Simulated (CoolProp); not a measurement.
Computed with CoolProp (reference Helmholtz-energy equation of state, Wu 2011).

Problem. For dimethyl ether, give the phase and the cv (kJ/(kg K)), speed of sound (m/s), Joule-Thomson coefficient (K/MPa), isothermal compressibility (1/MPa) at 251.85 °C and 26.7 bar; 251.85 °C and 107 bar.

Solution. 
- 251.85 °C and 26.7 bar: gas; cv 1.94, speed of sound 304, Joule-Thomson coefficient 4.29, isothermal compressibility 0.404
- 251.85 °C and 107 bar: supercritical; cv 2.03, speed of sound 271, Joule-Thomson coefficient 3.87, isothermal compressibility 0.119
